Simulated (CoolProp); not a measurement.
Tetradecamethylhexasiloxane (MD4M) along the isobar 0.987 MPa: density (kg/m³) from the reference equation and from simpler models built on Tc = 380.0 °C, pc = 0.8286 MPa, ω = 0.800; each cubic takes its own stable root.

The numbers come from the reference Helmholtz-energy equation of state, Thol 2019 in CoolProp.

| T (°C) | phase | reference | van der Waals | Peng-Robinson |
|---|---|---|---|---|
| 88.75 | liquid | 826.7 | 453.8 | 800.7 |
| 107.15 | liquid | 808.8 | 446.9 | 790.3 |
| 125.55 | liquid | [?] | 439.8 | 779.0 |
| 144.05 | liquid | 772.4 | 432.3 | 766.7 |
| 162.45 | liquid | 753.7 | 424.6 | 753.2 |
| 180.95 | liquid | 734.6 | 416.5 | [?] |
| 199.35 | liquid | 715.1 | 408.0 | 722.4 |
| 217.75 | liquid | 694.9 | 399.1 | [?] |
| 236.25 | liquid | 673.9 | [?] | 684.8 |
| 254.65 | liquid | 652.0 | 379.6 | 662.8 |
| 273.05 | liquid | 628.9 | 368.9 | 638.2 |
| 291.55 | liquid | 604.0 | 357.2 | 609.9 |
| 309.95 | liquid | 576.9 | 344.4 | 577.6 |
| 328.45 | liquid | 546.1 | 329.9 | 539.1 |
| 346.85 | liquid | 509.5 | 313.3 | 492.4 |

Problem. Fill in the missing entries.

Solution. 
- 125.55, reference: 790.8
- 180.95, Peng-Robinson: 738.5
- 217.75, Peng-Robinson: 704.6
- 236.25, van der Waals: 389.6
